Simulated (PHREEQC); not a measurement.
A column of 0.5 m (30 cells, dispersivity 0.018 m, 720 s a shift, diffusion coefficient 3e-10 m²/s) holds 0.32 eq of the database's cation exchanger X per kg of pore water, first in equilibrium with 0.015 mol/kgw MnCl2 and 1e-05 mol/kgw HCl. It is flushed with 61 mmol/kgw ZnCl2 and 0.01 mmol/kgw HCl, at 15 °C. Values are for the last cell. The system is closed to CO2. Nothing may precipitate in this run.

Base run: PHREEQC, ion-association model, phreeqc.dat. Each further column changes one thing. The table gives Mn in solution (mol/kgw).

```csv
pore volumes,base,exchange capacity from 0.32 to 0.16 eq/kgw,dispersivity from 0.018 to 0.036 m
0,0.0150,0.0150,0.0150
0.8167,0.0273,0.0273,0.0314
1.617,0.0598,0.0589,0.0579
2.417,0.0607,0.0204,0.0587
3.217,0.0485,0.00147,0.0412
4.017,0.0118,9.03e-5,0.0157
4.817,0.00163,5.35e-6,0.00471
5.617,0.000223,3.10e-7,0.00137
6.417,3.09e-5,1.77e-8,0.000403
7.217,4.30e-6,1.00e-9,0.000120
8.017,5.99e-7,5.65e-11,3.57e-5
```
